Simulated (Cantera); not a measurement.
Ignition delay

Mixture: CH₄ : H₂ : O₂ : N₂ : CO₂ = 1 : 0.73 : 1.82 : 6.84 : 0.25 (molar parts), at 500000 Pa, adiabatic and at constant pressure. Ignition delay is the time to a rise of 400 K.

Model: GRI-Mech 3.0 (53 species, 325 reactions), integrated in Cantera.

```
T0 (K)  delay (ms)
------  ----------
1123          1.05
1198         0.470
1273         0.257
1348         0.150
1423        0.0907
1498        0.0564
1573        0.0361
1648        0.0238
```

```
Quantity                                                Result
--------------------------------------------------  ----------
apparent activation energy between 1498 and 1648 K  120 kJ/mol
```
